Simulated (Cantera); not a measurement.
A closed system holds: 1 mol n-butane, 0.43 mol NH₃, 98 mol H₂, held at 24.0 bar.

These are equilibrium values from Cantera (NASA tables, ideal gas, pure condensed phases), not measurements of a reactor. Candidate condensed phases: C, C₆H₆, C₇H₈, C₈H₁₈; 92 gas species. Equilibrium is a limit: real reactors are often held back by kinetics, nucleation or transport.

Question: At 1300 °C, list the 4 most abundant gas species with their mole fractions, and the condensed phases.

Answer: H₂ 0.958, CH₄ 0.0398, N₂ 0.00209, HCN 7.60e-5. Condensed: gas only.
